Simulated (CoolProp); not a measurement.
Octamethyltrisiloxane (MDM) along the isobar 1700 kPa: density (kg/m³) from the reference equation and from simpler models built on Tc = 292.2 °C, pc = 1438 kPa, ω = 0.528; each cubic takes its own stable root.

The numbers come from the reference Helmholtz-energy equation of state, Thol 2017 in CoolProp.

```tsv
T (°C)	phase	reference
24.15	liquid	818.5
37.15	liquid	805.6
50.15	liquid	792.6
63.15	liquid	779.5
76.15	liquid	766.1
89.15	liquid	752.6
102.15	liquid	738.8
115.15	liquid	724.7
128.15	liquid	710.3
141.15	liquid	695.5
154.15	liquid	680.2
167.15	liquid	664.4
180.15	liquid	647.9
```

### Question
How far does each simpler model (van der Waals, Redlich-Kwong, Soave-Redlich-Kwong, Peng-Robinson) lie from the reference over these 13 states: mean and median of the absolute difference, and the worst?

### Answer
- van der Waals: mean 40.5 %, median 40.5 %, worst -41.9 % at 24.15 °C and 1700 kPa
- Redlich-Kwong: mean 14.6 %, median 14.5 %, worst -15.3 % at 180.15 °C and 1700 kPa
- Soave-Redlich-Kwong: mean 8.9 %, median 8.5 %, worst -10.5 % at 24.15 °C and 1700 kPa
- Peng-Robinson: mean 2.7 %, median 3.1 %, worst +3.7 % at 154.15 °C and 1700 kPa
